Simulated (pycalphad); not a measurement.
Source of the numbers: pycalphad with the COST 507 light-alloy database (1999); pressure 1 atm. These are 1990s assessments: newer ones move some temperatures and phases. Diffusion is slow at the low end, where real alloys seldom reach equilibrium.

## Ti-0.02009C (wt.%): equilibrium cooling sequence

```tsv
T (K)	phases above	phases below
1940.7	LIQUID	BCC_A2
1161.6	BCC_A2	BCC_A2 + HCP_A3
1156.6	BCC_A2 + HCP_A3	HCP_A3
654.4	HCP_A3	FCC_A1 + HCP_A3
```

Changes were sought between steps of 50 K, so a narrower field can be missed.

FCC_A1 is fcc; BCC_A2 is bcc; HCP_A3 is hcp. The fcc model also describes the rock-salt carbide or nitride (TiC, TiN, HfC).
